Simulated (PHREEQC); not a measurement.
Solution (56 °C): 3.1 mmol/kgw HF, 0.13 mmol/kgw NH4HF2 and 0.63 mmol/kgw H2SO4. Closed to the air; pH follows from the charge balance.

All values are PHREEQC results (ion-association model, wateq4f.dat), not measurements.

The ionic strength comes out as 0.00229 mol/kgw. What activity coefficients do HSO4-, HF2-, NH4+, SO4-2, F- get?

HSO4- 0.95, HF2- 0.94, NH4+ 0.95, SO4-2 0.80, F- 0.94.

No solid was allowed to form. At this temperature some constants are extrapolated from 25 °C, and those without enthalpy data are left unchanged.
